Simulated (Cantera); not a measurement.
A perfectly stirred reactor is fed with NH3 : H2 = 1 : 0.18 (molar parts), at 1330 Pa; it is held at 1973 K, and followed from long to short residence time.

Detailed kinetics in Cantera: the gas-phase N/H chemistry of the illustrative SiF4/NH3 mechanism in the Surface Chemkin manual (1991). Walls and surfaces, which speed up NH3 decomposition in real reactors, are not modelled.

Problem. What does this change do: pressure from 1330 Pa to 101000 Pa?

Solution. 
| quantity | before | after |
|---|---|---|
| x(NH3) at τ = 2.90 s | 0.258 | 0.0190 |
| x(H2) at τ = 2.90 s | 0.582 | 0.756 |
| x(H) at τ = 2.90 s | 0.000459 | 0.000892 |
| x(NH2) at τ = 2.90 s | 0.000585 | 6.46e-5 |
| x(N2H2) at τ = 2.90 s | 2.25e-6 | 3.32e-8 |
| x(NH3) at τ = 17.0 ms | 0.838 | 0.572 |
| x(H2) at τ = 17.0 ms | 0.159 | 0.353 |
| x(H) at τ = 17.0 ms | 7.68e-5 | 0.000160 |
| x(NH2) at τ = 17.0 ms | 0.00115 | 0.000745 |
| x(N2H2) at τ = 17.0 ms | 8.26e-6 | 3.11e-6 |

Problem. What does this change do: H2 0.18 to 0.12 parts?

Solution. 
```tsv
quantity	before	after
x(NH3) at τ = 2.90 s	0.258	0.266
x(H2) at τ = 2.90 s	0.582	0.568
x(H) at τ = 2.90 s	0.000459	0.000445
x(NH2) at τ = 2.90 s	0.000585	0.000598
x(N2H2) at τ = 2.90 s	2.25e-6	2.35e-6
x(NH3) at τ = 17.0 ms	0.838	0.882
x(H2) at τ = 17.0 ms	0.159	0.114
x(H) at τ = 17.0 ms	7.68e-5	5.58e-5
x(NH2) at τ = 17.0 ms	0.00115	0.00122
x(N2H2) at τ = 17.0 ms	8.26e-6	9.18e-6
```
